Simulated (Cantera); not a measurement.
(CH3)2SiCl2 + C2H2 + H2 (silicon carbide growth)

Feed: 1 mol (CH3)2SiCl2, 0.14 mol C2H2, 9.1 mol H2, held at 18.0 mbar.

Equilibrium computed with Cantera from the NASA thermochemical tables; the gas is ideal and each condensed phase is pure. Candidate condensed phases: C, C6H6, C7H8, C8H18, Si, SiC; 109 gas species. The feed counts by its element totals alone. The tables' values for SiCl3 are old estimates; treat these amounts as uncertain. Kinetics and transport are ignored.

```tsv
T (K)	x H2	x HCl	x H	x SiCl2	x SiCl4	x Cl	x CH4	n C(graphite)	n SiC(s)
1198	0.850	0.149	1.31e-6	0.000103	0.000360	1.99e-7	0.000209	1.28	0.992
1273	0.849	0.150	4.90e-6	0.000176	0.000109	7.35e-7	0.000122	1.28	0.995
1348	0.849	0.150	1.59e-5	0.000281	3.72e-5	2.34e-6	7.58e-5	1.28	0.995
1423	0.849	0.150	4.56e-5	0.000424	1.41e-5	6.60e-6	4.95e-5	1.29	0.994
1498	0.849	0.150	0.000118	0.000611	5.90e-6	1.68e-5	3.37e-5	1.29	0.991
1573	0.850	0.149	0.000279	0.000849	2.67e-6	3.90e-5	2.38e-5	1.29	0.988
1648	0.850	0.149	0.000612	0.00114	1.29e-6	8.39e-5	1.74e-5	1.29	0.985
1723	0.849	0.148	0.00125	0.00148	6.66e-7	0.000169	1.31e-5	1.30	0.980
1798	0.848	0.147	0.00242	0.00188	3.60e-7	0.000320	1.00e-5	1.30	0.975
```
x: gas mole fraction; n: condensed amount in mol.

From 1198 K to 1798 K the condensed part is C(graphite) + SiC(s). The main Si-bearing gas is SiCl4 at 1198 K and SiCl2 at 1798 K.
